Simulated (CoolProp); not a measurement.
Saturation properties of R1123.

Values from CoolProp's reference Helmholtz-energy equation of state, Akasaka 2020.

| T (°C) | p (bar) | liquid density (kg/m³) | vapour density (kg/m³) | liquid cp (kJ/(kg K)) |
|---|---|---|---|---|
| -10.95 | 7.762 | 1169 | 34.36 | 1.428 |
| -3.65 | 9.734 | 1139 | 43.23 | 1.466 |
| 3.65 | 12.06 | 1107 | 53.99 | 1.513 |
| 10.95 | 14.77 | 1073 | 67.08 | 1.572 |
| 18.25 | 17.90 | 1035 | 83.11 | 1.650 |
| 25.55 | 21.51 | 994.4 | 103.0 | 1.756 |
| 32.85 | 25.65 | 948.4 | 128.2 | 1.913 |
| 40.25 | 30.43 | 894.0 | 161.8 | 2.181 |

It boils at -61.2 °C under 1 atm.
